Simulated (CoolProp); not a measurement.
A Linde-Hampson liquefier for CF4 (R14): isothermal reversible compression at 320 K from 1 atm to 20 MPa, throttling to 1 atm, return gas leaving the recuperator 2 K below the feed. Each further row changes one setting.

Model: reference Helmholtz-energy equation of state, Platzer 1990, in CoolProp. This equation is an older, rougher fit; its heat capacities, sound speeds and derivatives of the liquid may be far off and weren't checked against measurements.

```json
[
 {"case": "as stated", "liquid yield per pass": "…", "compression work (kJ/kg of gas)": "148"},
 {"case": "high pressure 40 MPa", "liquid yield per pass": "…", "compression work (kJ/kg of gas)": "…"},
 {"case": "warm-end temperature 350 K", "liquid yield per pass": "…", "compression work (kJ/kg of gas)": "166"},
 {"case": "warm-end gap 7 K", "liquid yield per pass": "…", "compression work (kJ/kg of gas)": "148"}
]
```

Question: Some entries are withheld; supply them.

Answer: 
- as stated, liquid yield per pass: 0.222
- high pressure 40 MPa, liquid yield per pass: 0.249
- high pressure 40 MPa, compression work (kJ/kg of gas): 169
- warm-end temperature 350 K, liquid yield per pass: 0.167
- warm-end gap 7 K, liquid yield per pass: 0.209
